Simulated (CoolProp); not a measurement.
Vapour pressure (MPa) of C3F8 (R218): the reference equation beside estimates from Tc = 345.0 K, pc = 2.640 MPa, ω = 0.317.

The numbers come from the reference Helmholtz-energy equation of state, Lemmon 2006 in CoolProp. It is a short technical equation, of lower accuracy than the large ones.

```tsv
T (K)	reference	Lee-Kesler	Redlich-Kwong
184	0.004135	0.003995	0.01396
193.3	0.008504	0.008266	[?]
202.5	0.01606	0.01571	0.04273
211.8	0.02857	0.02814	[?]
221	[?]	0.04728	[?]
230.3	0.07637	0.07601	[?]
239.5	0.1165	0.1165	0.2150
248.8	0.1722	0.1725	0.2952
258	[?]	0.2464	0.3936
267.3	0.3412	0.3430	0.5145
276.5	[?]	0.4641	[?]
285.8	0.6128	0.6162	0.8276
295	0.7961	0.8003	1.023
```

Task: What belongs in the gaps?

Result: 
- 193.3, Redlich-Kwong: 0.02534
- 211.8, Redlich-Kwong: 0.06846
- 221, reference: 0.04774
- 221, Redlich-Kwong: 0.1041
- 230.3, Redlich-Kwong: 0.1525
- 258, reference: 0.2453
- 276.5, reference: 0.4615
- 276.5, Redlich-Kwong: 0.6575

Absolute difference from the reference over all 13 rows, mean and median: Lee-Kesler 1.1 and 0.6 %, Redlich-Kwong 102.5 and 84.5 %.
